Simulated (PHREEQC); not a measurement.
A solution holds 0.22 mol HF, 0.00066 mol (CH3)4NF and 0.0051 mol (NH4)2SiF6 per kg of water, at 77 °C. Closed to the air; pH follows from the charge balance.

All values are PHREEQC results (ion-association model, phreeqc.dat), not measurements.

The ionic strength comes out as 0.0269 mol/kgw. What activity coefficients do NH4+, H+, F-, HF2-, SiF6-2 get?

NH4+ 0.83, H+ 0.87, F- 0.84, HF2- 0.84, SiF6-2 0.51.

Precipitation was switched off in this run. Species that the database lacks are ignored. (CH3)4N+ isn't in the database: it is added as a free cation with an ion size of 4 Å. Constants without temperature data keep their 25 °C values here. SiF6-2 is the database's only silicon fluoride.
